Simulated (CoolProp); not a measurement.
The fluid at 470.71 K and 0.0353 MPa expands adiabatically to 0.00673 MPa with isentropic efficiency 1. The same conditions are run with several fluids, on thermodynamics alone (safety and materials aside).

The numbers come from the reference Helmholtz-energy equation of state of each fluid (p-xylene: Zhou 2012; R114: Platzer 1990; the fluoroketone C6F12O (FK-5-1-12): McLinden 2015; ethane: Bücker 2006; CF4 (R14): Platzer 1990) in CoolProp. The equations of Platzer and Polt are older, rougher fits.

| fluid | work (kJ/kg) | final temperature (K) | final density (kg/m³) |
|---|---|---|---|
| p-xylene | 58.6 | 436.9 | 0.197 |
| R114 | 36.1 | 427.0 | 0.324 |
| the fluoroketone C6F12O (FK-5-1-12) | ___ | 450.9 | ___ |
| ethane | 196 | 385.2 | 0.0632 |
| CF4 (R14) | ___ | 391.6 | 0.182 |

Task: Complete the blanks.

Result: 
- the fluoroketone C6F12O (FK-5-1-12), work (kJ/kg): 20.0
- the fluoroketone C6F12O (FK-5-1-12), final density (kg/m³): 0.568
- CF4 (R14), work (kJ/kg): 67.4
